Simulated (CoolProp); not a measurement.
A single-stage vapour-compression cycle with R142b: evaporating at 257.15 K (dew point), condensing at 278.15 K (bubble point), superheat 0 K, subcooling 8 K, compressor efficiency 0.6, no pressure losses. Each further row changes one setting.

Model: reference Helmholtz-energy equation of state, Lemmon 2006, in CoolProp. It is a short technical equation, of lower accuracy than the large ones.

| case | cooling COP | pressure ratio | discharge temperature (K) | refrigerating effect (kJ/kg) | volumetric capacity (kJ/m³) |
|---|---|---|---|---|---|
| as stated | 7.18 | 2.29 | 296.0 | 211 | 781 |
| evaporating temperature 262.15 K | 9.76 | 1.85 | [?] | 214 | 965 |
| condensing temperature 273.15 K | 9.58 | [?] | [?] | 217 | 803 |
| subcooling 13 K | 7.39 | 2.29 | 296.0 | 217 | 803 |
| superheat 10 K | 7.14 | 2.29 | 306.6 | [?] | [?] |
| compressor efficiency 0.5 | 5.99 | 2.29 | 302.7 | 211 | 781 |

Problem. Some entries are withheld; supply them.

Solution. 
- evaporating temperature 262.15 K, discharge temperature (K): 291.3
- condensing temperature 273.15 K, pressure ratio: 1.90
- condensing temperature 273.15 K, discharge temperature (K): 287.3
- superheat 10 K, refrigerating effect (kJ/kg): 219
- superheat 10 K, volumetric capacity (kJ/m³): 776
